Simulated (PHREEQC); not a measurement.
## Polishing slurry liquid: an equilibrium model

Make-up at 20 °C: 0.0066 mol/kgw KOH, 0.00025 mol/kgw H4SiO4 and 0.012 mol/kgw H3BO3. Closed to the air; pH follows from the charge balance.

The numbers come from PHREEQC with the ion-association model, phreeqc.dat.

Each row changes one thing in this solution. No solid was allowed to form.

```
case                                                pH  ionic strength (mol/kgw)  H2BO3- (mol/kgw)  H3BO3 (mol/kgw)
-----------------------------------------------  -----  ------------------------  ----------------  ---------------
as made                                           9.32                   0.00660           0.00653          0.00547
H4SiO4 left out                                   9.33                   0.00660           0.00658          0.00542
KOH left out                                      5.60                   2.52e-6           2.51e-6           0.0120
H4SiO4 replaced by Na2SiF6 at the same molality   9.18                   0.00710           0.00555          0.00645
0.01 mol/kgw TMAH added                          11.75                    0.0166            0.0120          3.56e-5
```

Some of these states are supersaturated (in Quartz (slow to form), for instance). SiF6-2 is the database's only silicon fluoride. Real BF4- forms and hydrolyses slowly; the run takes it at equilibrium.
